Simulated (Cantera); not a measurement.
An isothermal, constant-pressure homogeneous reactor starts with 40.0 % CH₄, 60.0 % H₂O, at 1550 K and 0.890 bar.

Detailed kinetics in Cantera: GRI-Mech 3.0 (53 species, 325 reactions).

**Question.** Predict: x(CH₄) at 4.00 s; x(H₂O) at 4.00 s; x(CO₂) at 4.00 s; x(CH₂CO) at 4.00 s; x(CH₂O) at 4.00 s.

**Answer.** 
```
Property                                              Result
------------------  ----------------------------------------
x(CH₄) at 4.00 s      0.0461 (gas-phase equilibrium 1.25e-6)
x(H₂O) at 4.00 s        0.267 (gas-phase equilibrium 0.1000)
x(CO₂) at 4.00 s       0.0178 (gas-phase equilibrium 0.0111)
x(CH₂CO) at 4.00 s  1.29e-5 (gas-phase equilibrium 1.08e-11)
x(CH₂O) at 4.00 s    2.13e-7 (gas-phase equilibrium 5.53e-8)
```
